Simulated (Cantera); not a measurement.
An adiabatic, constant-volume homogeneous reactor starts with CH4 : C2H6 : O2 : N2 = 1 : 0.094 : 1.27 : 4.79 (molar parts), equivalence ratio 1.8, at 1250 K and 1.18 atm.

Computed with Cantera and GRI-Mech 3.0 (53 species, 325 reactions).

Question: Predict: time of steepest temperature rise; temperature at 2.00 s; equilibrium temperature; x(O2) at 2.00 s; x(H2O) at 2.00 s; x(CO) at 2.00 s; x(OH) at 2.00 s.

Answer: 
| Property | Result |
|---|---|
| time of steepest temperature rise | 3.75 ms |
| temperature at 2.00 s | 2695 K |
| equilibrium temperature | 2695 K |
| x(O2) at 2.00 s | 8.05e-5 (gas-phase equilibrium 8.05e-5) |
| x(H2O) at 2.00 s | 0.139 (gas-phase equilibrium 0.139) |
| x(CO) at 2.00 s | 0.123 (gas-phase equilibrium 0.123) |
| x(OH) at 2.00 s | 0.00319 (gas-phase equilibrium 0.00319) |
